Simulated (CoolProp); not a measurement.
Vapour-liquid equilibrium of R143a (1) + dimethyl ether (2) at -41.65 °C; x and y are mole fractions of (1).

Model: multi-fluid Helmholtz-energy mixture model, Lemmon and Jacobsen 2000 and Wu 2011; pair parameters Bell 2016, in CoolProp.

```csv
x,"bubble pressure, mixture model (MPa)","bubble pressure, Raoult's law (MPa)","y, mixture model","y, Raoult's law"
0.05,…,0.04996,0.150,0.131
0.2,0.06640,0.06277,0.439,0.418
0.35,0.07999,0.07559,0.612,0.607
0.5,…,0.08840,0.733,0.742
0.65,0.1043,0.1012,0.827,0.842
0.8,0.1158,0.1140,0.906,0.920
0.95,0.1273,0.1268,…,0.982
```

Task: What belongs in the gaps?

Result: 
- 0.05, bubble pressure, mixture model (MPa): 0.05121
- 0.5, bubble pressure, mixture model (MPa): 0.09250
- 0.95, y, mixture model: 0.977

The largest gap from Raoult's law is +5.8 % in bubble pressure, at x = 0.35. No azeotrope shows between x = 0.05 and 0.95.

Pair parameters are fitted to limited data, so mixtures are less certain than the pure fluids.
